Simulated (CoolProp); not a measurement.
The fluid at 298.15 K and 9.04 MPa is throttled through a valve to 3.56 MPa with no heat exchange. The same conditions are run with several fluids, on thermodynamics alone (safety and materials aside).

Values from CoolProp's reference Helmholtz-energy equation of state of each fluid (n-perfluorohexane: Gao 2022; p-xylene: Zhou 2012; R404A: Lemmon 2003; n-heptane: Span 2003; sulfur dioxide: Gao 2016). Blends and air are pseudo-pure fits.

| fluid | temperature change (K) | final density (kg/m³) |
|---|---|---|
| n-perfluorohexane | +1.6 | 1690 |
| p-xylene | +2.6 | 857 |
| R404A | -0.3 | 1070 |
| n-heptane | +2.3 | 681 |
| sulfur dioxide | +1.2 | 1370 |
